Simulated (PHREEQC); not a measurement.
## Copper plating or etch bath

Consider water at 20 °C with 0.038 mol/kgw CuCl2 and 0.0063 mol/kgw H3BO3. Closed to the air; pH follows from the charge balance.

Computed with PHREEQC (ion-association model, wateq4f.dat).

| Quantity | Value |
|---|---|
| pH | 4.51 |
| ionic strength | 0.110 mol/kgw |

```csv
species,molality,activity,log γ
Cl-,0.0737,0.0560,-0.120
Cu+2,0.0358,0.0140,-0.406
H3BO3,0.00630,0.00646,0.011
CuCl+,0.00216,0.00165,-0.117
CuCl2,4.58e-5,4.70e-5,0.011
H+,3.72e-5,3.06e-5,-0.085
Cu2(OH)2+2,1.52e-5,5.56e-6,-0.437
CuOH+,6.00e-6,4.59e-6,-0.117
```

No solid was allowed to form. Examples of supersaturated solids here: Atacamite. Others may be too.
